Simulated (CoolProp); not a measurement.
Vapour-liquid equilibrium of n-hexane (1) + hexamethyldisiloxane (MM) (2) at 0.0021 bar; x and y are mole fractions of (1).

Values from CoolProp's multi-fluid Helmholtz-energy mixture model, Thol 2019 and Thol 2016; pair parameters Bell 2016.

Q: Give the bubble temperature and the first vapour's composition at x = 0.05, 0.8, 0.95. Is there an azeotrope?

A: x = 0.05: 244.5 K, y = 0.224; x = 0.8: 226.4 K, y = 0.974; x = 0.95: 224.3 K, y = 0.996. No azeotrope shows between x = 0.05 and 0.95.

The pair parameters rest on a limited set of measurements; away from them the model extrapolates.
